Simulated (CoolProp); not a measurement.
Vapour-liquid equilibrium of R22 (1) + R115 (2) at 0.0258 MPa; x and y are mole fractions of (1).

The numbers come from the multi-fluid Helmholtz-energy mixture model, Kamei 1995 and Lemmon 2016; pair parameters Bell 2016 in CoolProp.

```
x     bubble temperature, mixture model (K)  bubble temperature, Raoult's law (K)  y, mixture model  y, Raoult's law
----  -------------------------------------  ------------------------------------  ----------------  ---------------
0.05                                  205.3                                 207.3                 ?            0.052
0.2                                       ?                                 207.2             0.337            0.205
0.35                                      ?                                 207.2                 ?            0.357
0.5                                       ?                                 207.1             0.466            0.508
0.65                                  202.8                                 207.0                 ?            0.657
0.8                                       ?                                 206.9             0.680            0.805
0.95                                      ?                                 206.9             0.900            0.951
```

Question: Complete the blanks.

Answer: 
- 0.05, y, mixture model: 0.155
- 0.2, bubble temperature, mixture model (K): 203.0
- 0.35, bubble temperature, mixture model (K): 202.5
- 0.35, y, mixture model: 0.407
- 0.5, bubble temperature, mixture model (K): 202.4
- 0.65, y, mixture model: 0.547
- 0.8, bubble temperature, mixture model (K): 203.9
- 0.95, bubble temperature, mixture model (K): 205.9

The largest gap from Raoult's law is -4.7 K in bubble temperature, at x = 0.35. y crosses x between x = 0.35 and 0.5: the model has an azeotrope there.

The pair parameters rest on a limited set of measurements; away from them the model extrapolates.
